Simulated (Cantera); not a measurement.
**Silicon etching in halogen gases: Si + HBr + N2**

Charge: 1 mol Si, 2.3 mol HBr, a varied amount of N2, at 1025 K and 0.180 bar.

Equilibrium computed with Cantera from the NASA thermochemical tables; the gas is ideal and each condensed phase is pure. Candidate condensed phases: Br2, Si, Si3N4; 28 gas species. N2 is the only nitrogen source here; it is nearly inert below about 1500 K, so the nitride shown seldom forms there in practice. Mutual solubility and eutectic melting of coexisting phases are not modelled. The tables' values for SiBr3 are old estimates; treat these amounts as uncertain. Kinetics and transport are ignored.

| n(N2) (mol) | x N2 | x H2 | x HBr | x SiBr4 | x SiHBr3 | x SiBr2 | x SiBr3 | n Si(s) | n Si3N4(s) |
|---|---|---|---|---|---|---|---|---|---|
| 0.27 | 2.71e-10 | 0.628 | 0.0439 | 0.300 | 0.0215 | 0.00353 | 0.00228 | 0.0251 | 0.135 |
| 0.37 | 6.16e-5 | 0.478 | 0.282 | 0.238 | 0.00201 | 5.15e-5 | 0.000245 | 0 | 0.185 |
| 0.5 | 0.0194 | 0.304 | 0.525 | 0.152 | 0.000440 | 6.05e-6 | 6.71e-5 | 0 | 0.230 |
| 0.68 | 0.0852 | 0.237 | 0.558 | 0.119 | 0.000252 | 3.26e-6 | 4.36e-5 | 0 | 0.245 |
| 0.93 | 0.171 | 0.194 | 0.538 | 0.0968 | 0.000174 | 2.34e-6 | 3.33e-5 | 0 | 0.253 |
| 1.3 | 0.273 | 0.155 | 0.493 | 0.0776 | 0.000122 | 1.79e-6 | 2.61e-5 | 0 | 0.259 |
| 1.7 | 0.359 | 0.128 | 0.448 | 0.0642 | 9.22e-5 | 1.49e-6 | 2.16e-5 | 0 | 0.263 |
| 2.3 | 0.456 | 0.102 | 0.391 | 0.0508 | 6.62e-5 | 1.22e-6 | 1.75e-5 | 0 | 0.268 |
| 3.2 | 0.557 | 0.0770 | 0.328 | 0.0384 | 4.52e-5 | 9.95e-7 | 1.37e-5 | 0 | 0.272 |
| 4.3 | 0.638 | 0.0587 | 0.274 | 0.0293 | 3.15e-5 | 8.30e-7 | 1.09e-5 | 0 | 0.276 |
x: gas mole fraction; n: condensed amount in mol.

At 0.27 mol N2 the condensed part is Si(s) + Si3N4(s). From 0.37 mol N2 to 4.3 mol N2 the condensed part is Si3N4(s). The main Si-bearing gas is SiBr4 throughout. The share of Si in condensed phases is highest at 4.3 mol N2 (82.7 %) and lowest at 0.27 mol N2 (43.0 %).
